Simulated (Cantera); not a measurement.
Feed: 1 mol Fe, 0.14 mol H2O, 0.56 mol O2, a varied amount of Cl2, at 1025 °C and 1 atm.

Cantera equilibrium calculation (NASA polynomials, part measured and part estimated; ideal gas, pure solids and liquids). Candidate condensed phases: Fe, FeCl2, FeCl3, FeO, Fe(OH)2, Fe(OH)3, Fe2O3, Fe3O4, H2O; 22 gas species. Mutual solubility and eutectic melting of coexisting phases are not modelled. The tables' stoichiometric FeO is somewhat more stable than real wüstite, so its field is too wide. FeO: taken at fixed stoichiometry. The numbers say what is thermodynamically allowed, not how fast it happens.

What share of the Fe ends up in condensed phases as a function of n(Cl2) (mol), at 0.022, 0.03, 0.04, 0.055, 0.074, 0.1, 0.14, 0.19?


```csv
n(Cl2) (mol),Fe condensed (%),as
0.022,99.8,FeO(s) + Fe3O4(s)
0.03,99.6,FeO(s) + Fe3O4(s)
0.04,99.3,FeO(s) + Fe3O4(s)
0.055,98.7,FeO(s) + Fe3O4(s)
0.074,97.8,FeO(s) + Fe3O4(s)
0.1,96.3,FeO(s) + Fe3O4(s)
0.14,93.6,FeO(s) + Fe3O4(s)
0.19,92.1,Fe3O4(s)
```
